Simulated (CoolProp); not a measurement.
Vapour-liquid equilibrium of R13 (1) + n-butane (2) at -80.25 °C; x and y are mole fractions of (1).

The numbers come from the multi-fluid Helmholtz-energy mixture model, Platzer 1990 and Bücker 2006; pair parameters Bell 2016 in CoolProp. This equation is an older, rougher fit; its heat capacities, sound speeds and derivatives of the liquid may be far off and weren't checked against measurements.

```tsv
x	bubble pressure, mixture model (kPa)	bubble pressure, Raoult's law (kPa)	y, mixture model	y, Raoult's law
0.05	15.82	6.425	0.933	0.839
0.125	32.99	14.43	0.970	0.934
0.2	45.59	22.43	0.979	0.961
0.275	54.91	30.43	0.984	0.974
0.35	61.97	38.43	0.986	0.982
0.425	67.56	46.43	0.988	0.986
0.5	72.27	54.43	0.989	0.990
0.575	76.55	62.43	0.990	0.993
0.65	80.78	70.43	0.992	0.995
0.725	85.25	78.43	0.993	0.996
0.8	90.22	86.44	0.994	0.997
0.875	95.93	94.44	0.996	0.999
0.95	102.6	102.4	0.998	0.999
```

The largest gap from Raoult's law is +146.2 % in bubble pressure, at x = 0.05. No azeotrope shows between x = 0.05 and 0.95.

The pair parameters rest on a limited set of measurements; away from them the model extrapolates. With so large a gap from Raoult's law the liquid may split in two, which this calculation doesn't test in full.
